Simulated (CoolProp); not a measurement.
R1224YDZ at 447.61 K and 7.86 MPa is throttled through a valve to 2.86 MPa with no heat exchange. Each further row changes one setting.

The numbers come from the reference Helmholtz-energy equation of state, Akasaka 2023 in CoolProp.

```csv
case,temperature change (K),final phase,final density (kg/m³)
as stated,-27.7,___,384
outlet pressure 0.858 MPa,___,"two-phase, vapour fraction 0.937",___
outlet pressure 3.72 MPa,-13.7,supercritical,647
```

### Question
Complete the blanks.

### Answer

- as stated, final phase: two-phase, vapour fraction 0.521
- outlet pressure 0.858 MPa, temperature change (K): -87.9
- outlet pressure 0.858 MPa, final density (kg/m³): 56.7
